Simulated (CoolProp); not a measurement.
The fluid at 521.33 K and 3.38 MPa flows at 11 m/s in a round tube of 4.6 mm bore and 45 µm roughness, fully developed (64/Re and Nu = 3.66 if laminar; Colebrook and Gnielinski if turbulent). The same conditions are run with several fluids, on thermodynamics alone (safety and materials aside).

Computed with CoolProp (reference Helmholtz-energy equation of state of each fluid (n-butane: Bücker 2006; carbon dioxide: Span 1996; ethane: Bücker 2006; oxygen: Schmidt 1985; isobutane: Bücker 2006)).

**Question.** Rank n-butane, carbon dioxide, ethane, oxygen, isobutane by Reynolds number, highest first.

**Answer.** n-butane (198000), isobutane (188000), ethane (76700), carbon dioxide (70100), oxygen (39300)

```csv
fluid,Darcy friction factor,pressure drop (Pa/m),heat-transfer coefficient (W/(m² K)),mass flow (kg/h)
n-butane,0.0379,26900,9290,35.4
carbon dioxide,0.0385,17700,2300,23.0
ethane,0.0384,12300,4130,16.0
oxygen,0.0391,12700,1550,16.3
isobutane,0.0380,26400,8890,34.8
```

Above 300 K oxygen's equation is extrapolated.

Transport values come from each fluid's own correlations.
